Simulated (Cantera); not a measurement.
Input: 1 mol SiCl₄, 13 mol NH₃, 9.9 mol N₂, held at 0.430 bar.

Equilibrium computed with Cantera from the NASA thermochemical tables; the gas is ideal and each condensed phase is pure. Candidate condensed phases: NH₄Cl, Si, Si₃N₄; 28 gas species. Gases not in the tables: Si₂H₆ and higher silanes. Equilibrium is a limit: real reactors are often held back by kinetics, nucleation or transport.

Over these rows the condensed part is Si₃N₄(s). Partial pressures as log10 of bar:

```tsv
T (K)	1000/T (1/K)	log p SiCl₂	log p H₂	log p N₂	log p HCl
1473	0.6789	-4.03	-0.69	-0.74	-1.34
1573	0.6357	?	-0.69	-0.74	-1.35
1673	0.5977	-2.98	-0.69	-0.74	-1.36
1773	0.5640	-2.60	-0.69	-0.74	-1.39
1873	0.5339	-2.31	-0.69	-0.74	-1.45
1973	0.5068	-2.11	-0.68	-0.73	-1.53
```

### Question
Fit log p(SiCl₂) = a + b·(1000/T) to the five rows, give the apparent enthalpy, and predict the row at 1573 K.

### Answer
Means: 1000/T = 0.5763, log p = -2.806. Sxy = -0.201242, Sxx = 0.0177640, so b = -11.33 and a = -2.806 − (-11.33)×0.5763 = 3.72.
Apparent enthalpy: −19.145 × (-11.33) = 217 kJ/mol. With the condensed phases at unit activity, 1/3 Si₃N₄(s) + 2 HCl(g) = SiCl₂(g) + H₂(g) + 2/3 N₂(g) links this pressure to the main gases: over the six rows their terms move log p by -0.40 in all, so the slope isn't that reaction's ΔH° alone. The five rows lie within 0.09 of the line.
Prediction at 1573 K: 3.72 + (-11.33)×0.6357 = -3.48. The computed value is -3.46, 0.02 from the line.
